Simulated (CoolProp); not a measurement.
Properties of dry air along the isotherm -177.55 °C.

Values from CoolProp's reference Helmholtz-energy equation of state, Lemmon 2000. It is a pseudo-pure fit of the blend.

```json
[
 {"p (bar)": "1.2", "phase": "gas", "expansivity (1/kK)": "11.41", "Prandtl number": "0.793"},
 {"p (bar)": "1.86", "phase": "gas", "expansivity (1/kK)": "?", "Prandtl number": "0.811"},
 {"p (bar)": "2.9", "phase": "gas", "expansivity (1/kK)": "13.14", "Prandtl number": "?"},
 {"p (bar)": "7.04", "phase": "liquid", "expansivity (1/kK)": "6.939", "Prandtl number": "1.82"},
 {"p (bar)": "11", "phase": "liquid", "expansivity (1/kK)": "?", "Prandtl number": "1.82"},
 {"p (bar)": "17.1", "phase": "liquid", "expansivity (1/kK)": "6.692", "Prandtl number": "1.82"},
 {"p (bar)": "26.6", "phase": "liquid", "expansivity (1/kK)": "6.482", "Prandtl number": "1.81"},
 {"p (bar)": "41.4", "phase": "liquid", "expansivity (1/kK)": "?", "Prandtl number": "1.81"},
 {"p (bar)": "64.4", "phase": "liquid", "expansivity (1/kK)": "?", "Prandtl number": "1.81"},
 {"p (bar)": "100", "phase": "liquid", "expansivity (1/kK)": "5.344", "Prandtl number": "1.81"},
 {"p (bar)": "156", "phase": "liquid", "expansivity (1/kK)": "?", "Prandtl number": "1.83"},
 {"p (bar)": "243", "phase": "liquid", "expansivity (1/kK)": "4.207", "Prandtl number": "1.88"},
 {"p (bar)": "379", "phase": "liquid", "expansivity (1/kK)": "?", "Prandtl number": "1.98"}
]
```

### Question
Fill in the missing entries.

### Answer

- 1.86, expansivity (1/kK): 12.02
- 2.9, Prandtl number: 0.846
- 11, expansivity (1/kK): 6.839
- 41.4, expansivity (1/kK): 6.193
- 64.4, expansivity (1/kK): 5.812
- 156, expansivity (1/kK): 4.796
- 379, expansivity (1/kK): 3.612

Viscosity comes from a separate model (Lemmon 2004). Thermal conductivity comes from a separate model (Lemmon 2004).
